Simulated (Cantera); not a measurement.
A Cantera script and its output.

```python
import numpy as np
import cantera as ct

gas = ct.Solution("SiF4_NH3_mec.yaml", "gas")
gas.TPX = 1575, 58000, {'NH3': 1.4, 'N2': 0.36}
inlet = ct.Reservoir(gas, clone=True)

reactor = ct.IdealGasConstPressureReactor(gas, energy="off", clone=False)
exhaust = ct.Reservoir(gas, clone=True)
tau = [2.7, 0.96, 0.34, 0.12, 0.041, 0.014, 0.005, 0.0018][0]
for a, b in ((inlet, reactor), (reactor, exhaust)):
    ct.MassFlowController(a, b, mdot=lambda t: reactor.mass / tau)
net = ct.ReactorNet([reactor])
show = ['NH3', 'N2H4', 'NH2', 'H2', 'H', 'N2H2']

rows = []
print(f"{'tau/s':>10s}{'T/K':>9s}" + "".join(f"{s:>11s}" for s in show))
for tau in [2.7, 0.96, 0.34, 0.12, 0.041, 0.014, 0.005, 0.0018]:
    net.initial_time = 0.0
    net.advance(30 * tau)
    before = gas.X
    net.advance(40 * tau)
    drift = np.max(np.abs(gas.X - before) / (gas.X + 1e-9))
    rows.append([gas.T, *gas[show].X, drift])
    print(f"{tau:10.3e}{gas.T:9.1f}" + "".join(f"{x:11.3e}" for x in gas[show].X))
```

It prints:

```
     tau/s      T/K        NH3       N2H4        NH2         H2          H       N2H2
 2.700e+00   1575.0  6.535e-01  1.069e-07  6.879e-05  1.186e-01  5.348e-06  3.877e-07
 9.600e-01   1575.0  7.356e-01  1.301e-07  7.590e-05  4.994e-02  2.214e-06  4.912e-07
 3.400e-01   1575.0  7.728e-01  1.431e-07  7.960e-05  1.887e-02  8.420e-07  5.408e-07
 1.200e-01   1575.0  7.873e-01  1.483e-07  8.104e-05  6.756e-03  3.082e-07  5.538e-07
 4.100e-02   1575.0  7.927e-01  1.456e-07  8.029e-05  2.258e-03  1.085e-07  5.386e-07
 1.400e-02   1575.0  7.945e-01  1.301e-07  7.590e-05  7.070e-04  3.876e-08  4.783e-07
 5.000e-03   1575.0  7.952e-01  9.274e-08  6.409e-05  1.992e-04  1.493e-08  3.380e-07
 1.800e-03   1575.0  7.954e-01  3.650e-08  4.022e-05  4.279e-05  6.223e-09  1.296e-07
```

Model: the gas-phase N/H chemistry of the illustrative SiF4/NH3 mechanism in the Surface Chemkin manual (1991), integrated in Cantera. Walls and surfaces, which speed up NH3 decomposition in real reactors, are not modelled.
